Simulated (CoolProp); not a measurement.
A simple Rankine cycle with the fluoroketone C6F12O (FK-5-1-12): condensing at 317.15 K, boiler at 0.533 MPa, turbine inlet 499 K, turbine efficiency 0.9, pump efficiency 0.8, no recuperator. Each further row changes one setting.

Values from CoolProp's reference Helmholtz-energy equation of state, McLinden 2015.

| case | thermal efficiency (%) | net work (kJ/kg) | heat in (kJ/kg) | turbine exit temperature (K) | volume ratio over the turbine |
|---|---|---|---|---|---|
| as stated | 7.7 | 20.2 | 263 | 476.9 | 6.35 |
| condensing temperature 309.15 K | 8.6 | 23.4 | 272 | 473.6 | 8.52 |
| boiler pressure 0.373 MPa | 6.2 | 16.5 | 265 | 481.5 | 4.39 |
| turbine efficiency 0.8 | 6.8 | 17.9 | 263 | 479.1 | 6.38 |
